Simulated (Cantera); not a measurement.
Input: 1 mol SiCl₄, 0.67 mol Cl₂, 14 mol H₂, 1.9 mol HCl, at 1448 K and 0.100 bar.

Cantera equilibrium calculation (NASA polynomials, part measured and part estimated; ideal gas, pure solids and liquids). Candidate condensed phases: Si; 19 gas species. The tables' values for SiCl₃ are old estimates; treat these amounts as uncertain. Rates play no part.

Base state: H₂ 0.695, HCl 0.251, SiCl₂ 0.0297, SiCl₄ 0.0123, SiCl₃ 0.00996, SiHCl₃ 0.00291, SiH₂Cl₂ 0.000107, H 2.43e-5 (mole fractions); condensed: gas only.

Q: What changes in the equilibrium state with this change: pressure from 0.100 bar to 4.70 bar?

A: 
```tsv
species	before	after
H₂	0.695	0.737
HCl	0.251	0.207
SiCl₄	0.0123	0.0366
SiCl₂	0.0297	0.00293
SiHCl₃	0.00291	0.0111
H	2.43e-5	3.65e-6
SiH₂Cl₂	0.000107	0.000525
SiCl₃	0.00996	0.00541
```
